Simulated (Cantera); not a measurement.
Input: 1 mol CF4, 0.09 mol HCl, held at 2725 K and 3.38 Torr.

Cantera equilibrium calculation (NASA polynomials, part measured and part estimated; ideal gas, pure solids and liquids). Candidate condensed phases: C, C6H6, C7H8, C8H18; 118 gas species. Kinetics and transport are ignored.

Base state: F 0.818, CF2 0.0804, CF 0.0502, Cl 0.0237, HF 0.0236, C3 0.00272, C 0.000630, C2 0.000261 (mole fractions); condensed: C(graphite).

**Question.** What changes in the equilibrium state with this change: CF4 replaced by C2F6?

**Answer.** 
```
species             before     after
----------------  --------  --------
F                    0.818     0.830
CF2                 0.0804    0.0829
CF                  0.0502    0.0510
Cl                  0.0237    0.0160
HF                  0.0236    0.0159
H                  8.93e-5   5.92e-5
CF4                3.81e-5   4.04e-5
CF3               0.000194  0.000203
C(graphite), mol     0.467      1.19
```
The feed counts by its element totals alone.
